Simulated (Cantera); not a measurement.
Mixture: 19.0 % H2, 17.0 % O2, 64.0 % N2, equivalence ratio 0.56, at 14.0 bar, adiabatic and at constant pressure. Ignition delay is the time to a rise of 400 K.

Model: the H2/O2 subset of GRI-Mech 3.0, which has no nitrogen chemistry, integrated in Cantera. The hydrogen kinetics of GRI-Mech 3.0 are dated; newer H2 mechanisms differ, most at raised pressure. The pressure lies above the range GRI-Mech 3.0 was tuned for (to about 10 atm). Below about 950 K walls govern HO2 and H2O2 in real vessels.

**Question.** Predict: delay at 900 K; delay at 950 K; delay at 1000 K; delay at 1050 K; delay at 1100 K; delay at 1150 K; apparent activation energy between 1050 and 1150 K.

**Answer.** 
| Item | Value |
|---|---|
| delay at 900 K | 0.125 s |
| delay at 950 K | 33.5 ms |
| delay at 1000 K | 10.0 ms |
| delay at 1050 K | 3.26 ms |
| delay at 1100 K | 1.11 ms |
| delay at 1150 K | 0.381 ms |
| apparent activation energy between 1050 and 1150 K | 220 kJ/mol |
